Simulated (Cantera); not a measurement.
Input: 1 mol FeCl2, 26 mol H2, 1.6 mol N2.

These are equilibrium values from Cantera (NASA tables, ideal gas, pure condensed phases), not measurements of a reactor. Candidate condensed phases: Fe, FeCl2, FeCl3, NH4Cl; 18 gas species. Kinetics and transport are ignored.

Stable condensed phases, one row left out:

```
T in °C \ P in Pa
           0.10   0.40    1.6    6.3     25    100    400   1600   6300  25000 100000
   1950       A      A      A      A      A      A      A      A      A      B      B
   1750       A      A      A      A      A      A      A      A      B      B      B
   1550       A      A      A      A      A      A      B      B      B      B      B
   1350       A      A      A      B      B      B      B      B      B      B      B
   1150       B      B      B      B      B      B      B      B      B      B      B
    950       B      B      B      B      B      B      B      B      B      B      B
    750       B      B      B      B      B      B      B      B      B      B      B
    350       B      B      B      B      B      C      C      C      C      C      C
```

A: gas only; B: Fe; C: Fe + FeCl2.

Give the row for 550 °C.

0.10: Fe; 0.40: Fe; 1.6: Fe; 6.3: Fe; 25: Fe; 100: Fe; 400: Fe; 1600: Fe; 6300: Fe; 25000: Fe; 100000: Fe + FeCl2.
